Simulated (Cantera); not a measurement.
Input: 1 mol TiO₂, 5.1 mol CH₄, 0.23 mol H₂, held at 8.25 Torr.

Equilibrium computed with Cantera from the NASA thermochemical tables; the gas is ideal and each condensed phase is pure. Candidate condensed phases: C, C₆H₆, C₇H₈, C₈H₁₈, H₂O, Ti, TiC, TiO, TiO₂, Ti₂O₃, Ti₃O₅, Ti₄O₇; 113 gas species. Mutual solubility and eutectic melting of coexisting phases are not modelled. TiC: taken at fixed stoichiometry. The numbers say what is thermodynamically allowed, not how fast it happens.

x: gas mole fraction; n: condensed amount in mol.

```csv
T (K),x H₂,x CO,x H,x C₂H₂ (acetylene),x CH₄,x H₂O,n C(graphite),n Ti₃O₅(s),n TiC(s)
1100,0.969,0.0310,2.43e-7,1.29e-8,0.000370,2.95e-5,4.76,0.333,0
1200,0.871,0.129,1.76e-6,8.94e-8,0.000132,3.21e-5,2.82,0.0902,0.729
1300,0.839,0.161,9.66e-6,4.83e-7,6.09e-5,1.35e-5,2.10,0,1.00
1400,0.839,0.161,4.25e-5,2.11e-6,3.34e-5,5.53e-6,2.10,0,1.00
1500,0.839,0.161,0.000154,7.57e-6,1.99e-5,2.55e-6,2.10,0,1.00
1600,0.839,0.161,___,___,___,___,2.10,0,1.00
1700,0.838,0.161,___,___,___,___,2.10,0,1.00
1800,0.836,0.161,0.00312,0.000147,5.92e-6,4.21e-7,2.10,0,1.00
1900,0.832,0.160,0.00690,0.000318,4.28e-6,2.62e-7,2.09,0,1.00
2000,0.826,0.160,0.0141,0.000634,3.18e-6,1.70e-7,2.08,0,1.000
```

**Question.** Complete the blanks.

**Answer.** 
- 1700, x H: 0.00129
- 1700, x C₂H₂ (acetylene): 6.15e-5
- 1700, x CH₄: 8.46e-6
- 1700, x H₂O: 7.15e-7
- 1600, x H: 0.000475
- 1600, x C₂H₂ (acetylene): 2.31e-5
- 1600, x CH₄: 1.26e-5
- 1600, x H₂O: 1.30e-6
